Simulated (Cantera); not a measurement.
An adiabatic, constant-pressure homogeneous reactor starts with CO : H2 : O2 : N2 : H2O = 1 : 0.23 : 0.707 : 2.66 : 0.87 (molar parts), equivalence ratio 0.87, at 1375 K and 44000 Pa. Integrator tolerance rtol = 1e-08.

Model: GRI-Mech 3.0 (53 species, 325 reactions), integrated in Cantera.

Task: What does this change do: pressure from 44000 Pa to 520000 Pa?

Result: 
| quantity | before | after |
|---|---|---|
| time of steepest temperature rise | 0.109 ms | 14.6 µs |
| temperature at 0.100 s | 2490 K | 2628 K |
| equilibrium temperature | 2490 K | 2628 K |
| x(CO) at 0.100 s | 0.0435 (gas-phase equilibrium 0.0435) | 0.0310 (gas-phase equilibrium 0.0310) |
| x(H2) at 0.100 s | 0.00909 (gas-phase equilibrium 0.00909) | 0.00581 (gas-phase equilibrium 0.00581) |
| x(O2) at 0.100 s | 0.0358 (gas-phase equilibrium 0.0358) | 0.0288 (gas-phase equilibrium 0.0288) |
| x(H2O) at 0.100 s | 0.200 (gas-phase equilibrium 0.200) | 0.209 (gas-phase equilibrium 0.209) |
| x(OH) at 0.100 s | 0.0157 (gas-phase equilibrium 0.0157) | 0.0123 (gas-phase equilibrium 0.0123) |
The hydrogen kinetics of GRI-Mech 3.0 are dated; newer H2 mechanisms differ, most at raised pressure.

Task: What does this change do: pressure from 44000 Pa to 47000 Pa?

Result: 
```tsv
quantity	before	after
time of steepest temperature rise	0.109 ms	0.102 ms
temperature at 0.100 s	2490 K	2494 K
equilibrium temperature	2490 K	2494 K
x(CO) at 0.100 s	0.0435 (gas-phase equilibrium 0.0435)	0.0432 (gas-phase equilibrium 0.0432)
x(H2) at 0.100 s	0.00909 (gas-phase equilibrium 0.00909)	0.00900 (gas-phase equilibrium 0.00900)
x(O2) at 0.100 s	0.0358 (gas-phase equilibrium 0.0358)	0.0356 (gas-phase equilibrium 0.0356)
x(H2O) at 0.100 s	0.200 (gas-phase equilibrium 0.200)	0.200 (gas-phase equilibrium 0.200)
x(OH) at 0.100 s	0.0157 (gas-phase equilibrium 0.0157)	0.0156 (gas-phase equilibrium 0.0156)
```
